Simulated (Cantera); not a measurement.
**Thermodynamics of chlorosilane synthesis and conversion, feed SiCl₄ + Cl₂ + H₂**

Charge: 1 mol SiCl₄, 1.9 mol Cl₂, 9.7 mol H₂, at 1650 K.

These are equilibrium values from Cantera (NASA tables, ideal gas, pure condensed phases), not measurements of a reactor. Candidate condensed phases: Si; 19 gas species. The tables' values for SiCl₃ are old estimates; treat these amounts as uncertain. The numbers say what is thermodynamically allowed, not how fast it happens.

```csv
P (Pa),x H₂,x HCl,x SiCl₂,x SiCl₄,x SiCl₃,x SiHCl₃
10000,0.515,0.410,0.0580,0.00449,0.0109,0.000946
31000,0.528,0.397,0.0473,0.0104,0.0150,0.00232
98000,0.546,0.378,0.0332,0.0202,0.0175,0.00490
310000,0.565,0.358,0.0193,0.0322,0.0168,0.00852
960000,0.580,0.342,0.00928,0.0426,0.0134,0.0121
3000000,0.589,0.332,0.00375,0.0500,0.00925,0.0149
```
x: gas mole fraction; nothing condenses.

From 0.100 bar to 30.0 bar nothing is condensed. The main Si-bearing gas is SiCl₂ at 0.100 bar and SiCl₄ at 30.0 bar.
